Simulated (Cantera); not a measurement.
What does this Cantera script print?

```python
import numpy as np
import cantera as ct

gas = ct.Solution("gri30.yaml")
gas.TPX = 1323, 1400000, {'C3H8': 1, 'O2': 2.78, 'N2': 12.5, 'H2O': 2.9}
reactor = ct.IdealGasReactor(gas, energy="on", clone=False)
net = ct.ReactorNet([reactor])
net.rtol, net.atol = 1e-08, 1e-16
show = ['C3H8', 'O2', 'H2O', 'CH2O', 'NO2', 'NO', 'H']
times = np.geomspace(8e-06, 0.4, 15)

steps = ct.SolutionArray(gas, extra=["t"])
rows = []
print(f"{'t/s':>10s}{'T/K':>9s}{'P/Pa':>11s}" + "".join(f"{s:>11s}" for s in show))
for t in times:
    while net.time < t:
        t_next = net.step()
        steps.append(gas.state, t=t_next)
    rows.append([np.interp(t, steps.t, y) for y in (steps.T, steps.P, *steps(*show).X.T)])
    print(f"{t:10.3e}{rows[-1][0]:9.1f}{rows[-1][1]:11.4g}" + "".join(f"{x:11.3e}" for x in rows[-1][2:]))
rate = np.gradient(steps.T, steps.t)
print("integrator steps:", len(steps.t))
if steps.T.max() > steps.T[0] + 200:
    print(f"time of steepest temperature rise: {steps.t[rate.argmax()]:.4e} s")
gas.TPX = 1323, 1400000, {'C3H8': 1, 'O2': 2.78, 'N2': 12.5, 'H2O': 2.9}
gas.equilibrate("UV")
print(f"equilibrium (UV): T = {gas.T:.1f} K  " + "  ".join(f"{s} {gas[s].X[0]:.3e}" for s in show))
```

Result:

```
       t/s      T/K       P/Pa       C3H8         O2        H2O       CH2O        NO2         NO          H
 8.000e-06   1322.4    1.4e+06  5.187e-02  1.448e-01  1.512e-01  4.902e-05  3.440e-17  2.130e-15  1.345e-07
 1.733e-05   1322.5  1.401e+06  5.134e-02  1.446e-01  1.513e-01  1.696e-04  3.971e-16  9.762e-15  1.492e-07
 3.753e-05   1323.0  1.403e+06  5.012e-02  1.440e-01  1.516e-01  4.382e-04  3.292e-15  3.165e-14  1.788e-07
 8.129e-05   1325.7   1.41e+06  4.703e-02  1.425e-01  1.523e-01  1.095e-03  3.081e-14  1.226e-13  2.832e-07
 1.761e-04   1361.5  1.471e+06  3.289e-02  1.325e-01  1.582e-01  3.880e-03  1.422e-12  3.379e-12  2.495e-06
 3.813e-04   2592.6  3.209e+06  3.813e-28  1.222e-05  2.087e-01  1.254e-07  5.142e-09  1.472e-04  2.065e-03
 8.259e-04   2592.5  3.209e+06  3.830e-28  1.220e-05  2.087e-01  1.254e-07  5.757e-09  1.649e-04  2.064e-03
 1.789e-03   2592.4  3.209e+06  3.838e-28  1.219e-05  2.087e-01  1.255e-07  6.013e-09  1.723e-04  2.064e-03
 3.875e-03   2592.4  3.209e+06  3.838e-28  1.219e-05  2.087e-01  1.255e-07  6.032e-09  1.728e-04  2.064e-03
 8.392e-03   2592.4  3.209e+06  3.838e-28  1.219e-05  2.087e-01  1.255e-07  6.032e-09  1.728e-04  2.064e-03
 1.818e-02   2592.4  3.209e+06  3.838e-28  1.219e-05  2.087e-01  1.255e-07  6.032e-09  1.728e-04  2.064e-03
 3.937e-02   2592.4  3.209e+06  3.838e-28  1.219e-05  2.087e-01  1.255e-07  6.032e-09  1.728e-04  2.064e-03
 8.527e-02   2592.4  3.209e+06  3.838e-28  1.219e-05  2.087e-01  1.255e-07  6.032e-09  1.728e-04  2.064e-03
 1.847e-01   2592.4  3.209e+06  3.838e-28  1.219e-05  2.087e-01  1.255e-07  6.032e-09  1.728e-04  2.064e-03
 4.000e-01   2592.4  3.209e+06  3.838e-28  1.219e-05  2.087e-01  1.255e-07  6.032e-09  1.728e-04  2.064e-03
integrator steps: 2038
time of steepest temperature rise: 1.9989e-04 s
equilibrium (UV): T = 2592.4 K  C3H8 4.813e-28  O2 1.219e-05  H2O 2.087e-01  CH2O 1.255e-07  NO2 6.033e-09  NO 1.728e-04  H 2.064e-03
```

Cantera simulation using GRI-Mech 3.0 (53 species, 325 reactions); the numbers are that mechanism's predictions, not measurements. GRI-Mech 3.0 was tuned for natural gas; its chemistry of propane as a main component is partial and can be far from experiment. The pressure lies above the range GRI-Mech 3.0 was tuned for (to about 10 atm).
